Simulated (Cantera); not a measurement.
An adiabatic, constant-volume homogeneous reactor starts with 29.4 % H₂, 14.8 % O₂, 55.8 % N₂, equivalence ratio 0.99, at 1198 K and 0.701 atm.

Cantera simulation using GRI-Mech 3.0 (53 species, 325 reactions); the numbers are that mechanism's predictions, not measurements.

One state of this run: T (K) = 2894; P (bar) = 1.54; x H₂ = 0.0506; x O₂ = 0.0154; x NO = 0.0100; x H = 0.0206; x NO₂ = 2.10e-6; x H₂O = 0.250. x: mole fraction; the columns are a selection and need not sum to one.

Question: Which value of t (s) does it belong to?
(A) 0.000251
(B) 0.00398
(C) 1.00e-6
(D) 6.31e-5

Answer: B, 0.00398
